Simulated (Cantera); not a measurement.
Feed: 1 mol Si, 0.026 mol H2O, 0.26 mol H2, held at 1000 Pa.

Equilibrium computed with Cantera from the NASA thermochemical tables; the gas is ideal and each condensed phase is pure. Candidate condensed phases: H2O, Si, SiO2; 18 gas species. Mutual solubility and eutectic melting of coexisting phases are not modelled. The tables hold silica as quartz up to 1696 K and as liquid above; real silica turns to tridymite and cristobalite and melts near 1996 K. Rates play no part. All values below are at 1323 K.

Base state: H2 0.999, SiO 0.00132, H 1.58e-5 (mole fractions); condensed: Si(s) + SiO2(β-quartz).

Q: What changes in the equilibrium state with this change: pressure from 1000 Pa to 1600 Pa?

A: 
| species | before | after |
|---|---|---|
| H2 | 0.999 | 0.999 |
| SiO | 0.00132 | 0.000827 |
| H | 1.58e-5 | 1.25e-5 |
| Si(s), mol | 0.987 | 0.987 |
| SiO2(β-quartz), mol | 0.0128 | 0.0129 |
